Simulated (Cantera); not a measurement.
Mixture: 8.29 % CH4, 19.3 % O2, 72.4 % N2, at 6.61 atm, adiabatic and at constant volume. Ignition delay is the time to a rise of 400 K.

Cantera simulation using GRI-Mech 3.0 (53 species, 325 reactions); the numbers are that mechanism's predictions, not measurements.

Predict: delay at 1125 K; delay at 1275 K; delay at 1425 K; delay at 1575 K; apparent activation energy between 1500 and 1650 K.


```json
{
  "delay at 1125 K": "17.6 ms",
  "delay at 1275 K": "2.58 ms",
  "delay at 1425 K": "0.490 ms",
  "delay at 1575 K": "0.116 ms",
  "apparent activation energy between 1500 and 1650 K": "180 kJ/mol"
}
```
